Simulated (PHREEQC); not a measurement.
Consider water at 25 °C with 12 mmol/kgw BaBr2. Closed to the air; pH follows from the charge balance.

Equilibrium calculation in PHREEQC: ion-association model, phreeqc.dat.

Precipitation was switched off in this run.

### Question
Predict the specific conductance.

### Answer
specific conductance 2800 µS/cm.

Species that the database lacks are ignored.
